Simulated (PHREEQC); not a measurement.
A column of 1 m (30 cells, dispersivity 0.05 m, 60 s a shift, diffusion coefficient 3e-10 m²/s) holds 0.04 eq of the database's cation exchanger X per kg of pore water, first in equilibrium with 0.012 mol/kgw NaCl, 0.0026 mol/kgw KCl and 1e-05 mol/kgw HCl. It is flushed with 8.7 mmol/kgw Na2SO4, 1.7 mmol/kgw NaCl, 1.6 mmol/kgw NH4Cl and 0.01 mmol/kgw HCl, at 25 °C. Values are for the last cell. CO2 from the air is kept out. No solid was allowed to form.

The series has 31 steps of pore volumes, from 0 to 6.017.

Computed with PHREEQC (ion-association model, phreeqc.dat).

Q: After how many pore volumes does S at the outlet first reach half of its feed value?

A: By 1.0 pore volumes.

Complexes and solids missing from the database can't appear.
